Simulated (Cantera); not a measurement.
Cantera run:

```python
import numpy as np
import cantera as ct

gas_names = """
    C CH CH2 CH3 CH2OH CH3O CH4 CH3OH CN CO CO2 COOH C2 C2H CHCO,ketyl C2H2,acetylene C2H2,vinylidene
    CH2CO,ketene C2H3,vinyl CH3CN CH3CO,acetyl C2H4 C2H4O,ethylen CH3CHO,ethanal CH3COOH (HCOOH)2 C2H5
    C2H6 CH3OCH3 C2H5OH CCN CNC C2N2 C2O C3 C3H3,propargyl C3H4,allene C3H4,propyne C3H4,cyclo-
    C3H5,allyl C3H6,propylene C3H6,cyclo- C3H6O C3H7,n-propyl C3H7,i-propyl C3H8 C3H8O,1propanol
    C3H8O,2propanol C3O2 C4 C4H2 C4H4,1,3-cyclo- C4H6,butadiene C4H6,2-butyne C4H6,cyclo- C4H8,1-butene
    C4H8,cis2-buten C4H8,tr2-butene C4H8,isobutene C4H8,cyclo- (CH3COOH)2 C4H9,n-butyl C4H9,i-butyl
    C4H9,s-butyl C4H9,t-butyl C4H10,isobutane C4H10,n-butane C4N2 C5 C5H6,1,3cyclo- C5H8,cyclo-
    C5H10,1-pentene C5H10,cyclo- C5H11,pentyl C5H11,t-pentyl C5H12,n-pentane C5H12,i-pentane
    CH3C(CH3)2CH3 C6H2 C6H5,phenyl C6H5O,phenoxy C6H6 C6H5OH,phenol C6H10,cyclo- C6H12,1-hexene
    C6H12,cyclo- C6H13,n-hexyl C7H7,benzyl C7H8 C7H8O,cresol C7H14,1-heptene C7H15,n-heptyl
    C7H16,n-heptane C8H8,styrene C8H10,ethylbenz C8H16,1-octene C8H17,n-octyl C8H18,isooctane
    C8H18,n-octane C9H19,n-nonyl C10H8,naphthale C10H21,n-decyl C12H9,o-bipheny C12H10,bipheny Cu CuO
    Cu2 H HCN HCO HCCN HNC HNCO HNO HNO2 HNO3 HO2 H2 HCHO,formaldehy HCOOH H2O H2O2 N NCO NH NH2 NH3
    NH2OH NO NO2 NO3 N2 N2H2 N2H4 N2O O OH O2 O3
""".split()
cond_names = """
    C(gr) C6H6(L) C7H8(L) C8H18(L),n-octa Cu(cr) Cu(L) CuO(s) CuO2H2(s) Cu2O(s) Cu2O(L) H2O(s) H2O(L)
""".split()


def load(file, names, dense=False):
    # The tables refer to 1 bar. Condensed volumes are neglected.
    table = {s.name: s for s in ct.Species.list_from_file(file)}
    out = []
    for n in names:
        d = dict(table[n].input_data)
        d["thermo"] = dict(d["thermo"], **{"reference-pressure": 1e5})
        if dense:
            d["equation-of-state"] = {"model": "constant-volume", "density": "1e6 g/cm^3"}
        out.append(ct.Species.from_dict(d))
    return out


gas = ct.Solution(thermo="ideal-gas", species=load("nasa_gas.yaml", gas_names))
cond = {s.name: ct.Solution(thermo="fixed-stoichiometry", species=[s], name=s.name)
        for s in load("nasa_condensed.yaml", cond_names, dense=True)}
atoms = {
    'Cu2O': {'Cu': 2, 'O': 1},
    'CH4': {'C': 1, 'H': 4},
    'N2': {'N': 2},
}
top_T = {'C(gr)': 4500, 'CuO(s)': 1390}  # K; cautious upper limits of use, not melting points


def equilibrate(T, P, feed):
    n = {}
    for name, mol in feed.items():
        for a, k in atoms[name].items():
            n[a] = n.get(a, 0.0) + k * mol
    gas.TPX = T, P, n
    mass = sum(n.values()) * gas.mean_molecular_weight
    gas.equilibrate("TP")
    valid = [c for c in cond.values() if c.min_temp <= T <= top_T.get(c.name, c.max_temp)]
    mix = ct.Mixture([(gas, mass / gas.mean_molecular_weight)] + [(c, 0.0) for c in valid])
    mix.T, mix.P = T, P
    mix.equilibrate("TP", solver="vcs", rtol=1e-11, max_steps=5000)
    return mix


results = []
feed = {'Cu2O': 1, 'CH4': 0.49, 'N2': 1.4}  # mol
P = 1000  # Pa
for T in [1073, 1123, 1173, 1223, 1273, 1323, 1373, 1423, 1473, 1523, 1573, 1623, 1673]:
    mix = equilibrate(T, P, feed)
    results.append((T, P, feed, dict(zip(mix.species_names, mix.species_moles))))

top = {s: max(r[3][s] / sum(r[3][g] for g in gas_names) for r in results) for s in gas_names}
cols = sorted((s for s in top if top[s] > 0.0001), key=lambda s: -top[s])[:9]
seen = [c for c in cond_names if any(r[3].get(c, 0) > 1e-12 for r in results)]
print("log10 of partial pressures in bar; condensed amounts in mol")
print(f"{'T/K':>10s}" + "".join(f"{s[:9]:>10s}" for s in cols + seen))
for T, P, feed, n in results:
    ng = sum(n[g] for g in gas_names)
    print(f"{T:10.4g}" + "".join(f"{np.log10(max(n[s] / ng * P / 1e5, 1e-99)):10.3f}" for s in cols)
          + "".join(f"{n.get(c, 0):10.4g}" for c in seen))
```

It prints:

```
log10 of partial pressures in bar; condensed amounts in mol
       T/K        N2        H2       H2O        CO       CO2        Cu         H    Cu(cr)     Cu(L)
      1073    -2.312    -2.648    -2.934    -2.961    -3.213    -9.623    -9.177         2         0
      1123    -2.312    -2.656    -2.918    -2.944    -3.244    -8.902    -8.699         2         0
      1173    -2.312    -2.664    -2.905    -2.929    -3.275    -8.243    -8.260         2         0
      1223    -2.312    -2.671    -2.893    -2.917    -3.304    -7.639    -7.857         2         0
      1273    -2.312    -2.677    -2.883    -2.906    -3.331    -7.084    -7.485         2         0
      1323    -2.312    -2.682    -2.874    -2.897    -3.357    -6.571    -7.141         2         0
      1373    -2.312    -2.688    -2.866    -2.889    -3.381    -6.102    -6.821         0         2
      1423    -2.312    -2.692    -2.859    -2.882    -3.404    -5.679    -6.524         0     1.999
      1473    -2.312    -2.697    -2.854    -2.876    -3.426    -5.286    -6.246         0     1.999
      1523    -2.312    -2.701    -2.848    -2.870    -3.447    -4.919    -5.986         0     1.997
      1573    -2.313    -2.705    -2.844    -2.866    -3.467    -4.577    -5.743         0     1.992
      1623    -2.314    -2.709    -2.841    -2.863    -3.486    -4.255    -5.515         0     1.984
      1673    -2.317    -2.715    -2.840    -2.861    -3.506    -3.954    -5.301         0     1.968
```

Cantera equilibrium calculation (NASA polynomials, part measured and part estimated; ideal gas, pure solids and liquids).
